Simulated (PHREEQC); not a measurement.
Ultrapure water in contact with air or piping: speciation

A made-up water analysis in mg/L, 25 °C, pH 6.07, pe -0.4:

```csv
constituent,mg/L
Na,0.579
K,0.061
Ca,0.337
Mg,0.0405
Cl,0.721
S(6) as SO4,0.867
Alkalinity as HCO3,0.413
Br,0.000922
B,0.000722
Sr,0.0125
N(-3) as NH4,0.0215
Mn(2),0.0169
```

Na is adjusted to close the charge balance.
Valence states are taken as typed.

The numbers come from PHREEQC with the ion-association model, phreeqc.dat.

```
Quantity                 Result
--------------  ---------------
ionic strength  6.55e-5 mol/kgw
```

| species | molality | activity | log γ |
|---|---|---|---|
| Na+ | 2.14e-5 | 2.12e-5 | -0.004 |
| Cl- | 2.03e-5 | 2.01e-5 | -0.004 |
| CO2 | 1.44e-5 | 1.44e-5 | 0.000 |
| SO4-2 | 9.01e-6 | 8.68e-6 | -0.016 |
| Ca+2 | 8.40e-6 | 8.09e-6 | -0.016 |
| HCO3- | 7.61e-6 | 7.54e-6 | -0.004 |

This is a speciation only: nothing precipitates in the calculation. Complexes and solids missing from the database can't appear.
